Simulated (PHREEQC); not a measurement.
0.01 mol of Iodyrite (AgI) is brought to equilibrium with 1 kg of water holding 0.01 mol NaCl, at 25 °C, the pH being set by adding NaOH or HCl. Oxygen alone is held at its pressure in air (log pO2 = -0.68). The system is closed to CO2. Only these solids could form: Iodyrite, Cerargyrite, Ag2O.

Equilibrium calculation in PHREEQC: ion-association model, wateq4f.dat.

### Question
Predict dissolved Ag (mol/kgw), dissolved I (mol/kgw) at pH = 2, 2.69, 5.44, 7.5.

### Answer
```csv
pH,dissolved Ag (mol/kgw),dissolved I (mol/kgw)
2,1.04e-7,1.04e-7
2.69,6.70e-8,6.70e-8
5.44,5.77e-8,5.77e-8
7.5,5.76e-8,5.76e-8
```
